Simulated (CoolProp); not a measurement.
Vapour-liquid equilibrium of methanol (1) + benzene (2) at 434.8 K; x and y are mole fractions of (1).

The numbers come from the multi-fluid Helmholtz-energy mixture model, de Reuck 1993 and Thol 2012; pair parameters Bell 2016 in CoolProp.

```csv
x,"bubble pressure, mixture model (kPa)","bubble pressure, Raoult's law (kPa)","y, mixture model","y, Raoult's law"
0.05,945.7,787.9,0.219,0.116
0.2,1339,951.9,0.472,0.384
0.35,1545,1116,0.573,0.573
0.5,1672,1280,0.646,0.714
0.65,1762,1444,0.722,0.822
0.8,1818,1608,0.819,0.909
0.95,1832,1772,0.949,0.979
```

The largest gap from Raoult's law is +40.7 % in bubble pressure, at x = 0.2. y crosses x between x = 0.8 and 0.95: the model has an azeotrope there.

Pair parameters are fitted to limited data, so mixtures are less certain than the pure fluids.
